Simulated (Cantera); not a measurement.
Charge: 1 mol C₂H₂, a varied amount of H₂, held at 2577 °C and 51.0 bar.

Method: chemical equilibrium by Gibbs-energy minimisation in Cantera with the NASA 1993 tables (ideal gas, pure condensed phases). Candidate condensed phases: C, C₆H₆, C₇H₈, C₈H₁₈; 76 gas species. The ideal-gas law is rough above about 30 bar. Kinetics and transport are ignored.

**Question.** Which condensed phases are stable at each of these points (n(H₂) (mol)): 3.8, 4.8, 6, 7.6, 9.6, 12, 15, 19, 24, 30, 38?

**Answer.** 
```csv
n(H₂) (mol),condensed phases,C condensed (%)
3.8,C(graphite),79.9
4.8,C(graphite),75.7
6,C(graphite),70.7
7.6,C(graphite),64.0
9.6,C(graphite),55.6
12,C(graphite),45.5
15,C(graphite),33.0
19,C(graphite),16.2
24,gas only,0.0
30,gas only,0.0
38,gas only,0.0
```

From 3.8 mol H₂ to 19 mol H₂ the condensed part is C(graphite). From 24 mol H₂ to 38 mol H₂ nothing is condensed.
